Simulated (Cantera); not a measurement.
Input: 1 mol SiH4, 0.025 mol CH4, 3.7 mol H2, held at 2375 K and 4.00 mbar.

These are equilibrium values from Cantera (NASA tables, ideal gas, pure condensed phases), not measurements of a reactor. Candidate condensed phases: C, C6H6, C7H8, C8H18, Si, SiC; 87 gas species. Gases not in the tables: Si2H6 and higher silanes. Equilibrium is a limit: real reactors are often held back by kinetics, nucleation or transport.

Base state: H2 0.684, H 0.184, Si 0.126, Si2C 0.00256, SiH 0.00212, Si2 0.000784, SiC2 0.000342, SiH2 0.000123 (mole fractions); condensed: gas only.

Problem. What changes in the equilibrium state with this change: temperature from 2375 K to 1075 K?

Solution. 
```csv
species,before,after
H2,0.684,1.00
H,0.184,2.32e-7
Si,0.126,<1e-9
Si2C,0.00256,<1e-9
SiH,0.00212,<1e-9
Si2,0.000784,<1e-9
SiC2,0.000342,<1e-9
SiH2,0.000123,<1e-9
"Si(s), mol",0,0.975
"SiC(s), mol",0,0.0250
```
Mutual solubility and eutectic melting of coexisting phases are not modelled.
